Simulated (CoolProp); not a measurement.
Vapour-liquid equilibrium of R143a (1) + R134a (2) at -57.55 °C; x and y are mole fractions of (1).

The numbers come from the multi-fluid Helmholtz-energy mixture model, Lemmon and Jacobsen 2000 and Tillner-Roth 1994; pair parameters Lemmon 2004 in CoolProp.

```tsv
x	bubble pressure, mixture model (kPa)	bubble pressure, Raoult's law (kPa)	y, mixture model	y, Raoult's law
0.05	20.66	20.71	0.143	0.146
0.125	23.76	23.85	0.312	0.317
0.2	26.88	26.99	0.443	0.448
0.275	30.01	30.13	0.547	0.552
0.35	33.16	33.27	0.631	0.636
0.425	36.30	36.42	0.701	0.706
0.5	39.45	39.56	0.760	0.765
0.575	42.60	42.70	0.811	0.815
0.65	45.75	45.84	0.854	0.858
0.725	48.90	48.98	0.892	0.895
0.8	52.05	52.12	0.926	0.929
0.875	55.21	55.26	0.956	0.958
0.95	58.38	58.40	0.983	0.984
```

The largest gap from Raoult's law is -0.4 % in bubble pressure, at x = 0.2. No azeotrope shows between x = 0.05 and 0.95.

The pair parameters rest on a limited set of measurements; away from them the model extrapolates.
